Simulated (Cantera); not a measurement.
A perfectly stirred reactor is fed with 28.6 % C₂H₆, 71.4 % H₂, at 0.735 Torr; it is held at 1150 K, and followed from long to short residence time.

Model: GRI-Mech 3.0 (53 species, 325 reactions), integrated in Cantera. GRI-Mech 3.0 stops at C3 and has no aromatics, soot or wall deposition, so with more carbon than oxygen in the feed, carbon stays in small species such as C2H2 where larger ones or solid carbon would form. Radical loss at walls, strong at low pressure, is not modelled.

x: mole fraction; the columns are a selection and need not sum to one.

| τ (s) | x C₂H₆ | x H₂ | x CH₃ | x CH₂ | x C₂H | x CH₄ |
|---|---|---|---|---|---|---|
| 7.9 | 0.0343 | 0.709 | 0.000149 | [?] | 9.48e-11 | 0.108 |
| 2.6 | 0.0799 | 0.706 | 0.000233 | [?] | 3.42e-11 | 0.0906 |
| 0.83 | 0.161 | 0.712 | 0.000294 | [?] | 6.48e-12 | 0.0493 |
| 0.27 | 0.238 | 0.715 | 0.000244 | [?] | <1e-12 | 0.0152 |
| 0.087 | 0.276 | 0.715 | 0.000101 | [?] | <1e-12 | 0.00212 |
| 0.028 | 0.284 | 0.714 | 3.02e-5 | 1.56e-10 | <1e-12 | 0.000206 |
| 0.0091 | 0.286 | 0.714 | 1.62e-5 | 2.80e-11 | <1e-12 | 3.59e-5 |

Problem. Fill in the missing entries.

Solution. 
- 7.9, x CH₂: 2.82e-9
- 2.6, x CH₂: 5.44e-9
- 0.83, x CH₂: 7.90e-9
- 0.27, x CH₂: 6.22e-9
- 0.087, x CH₂: 1.50e-9
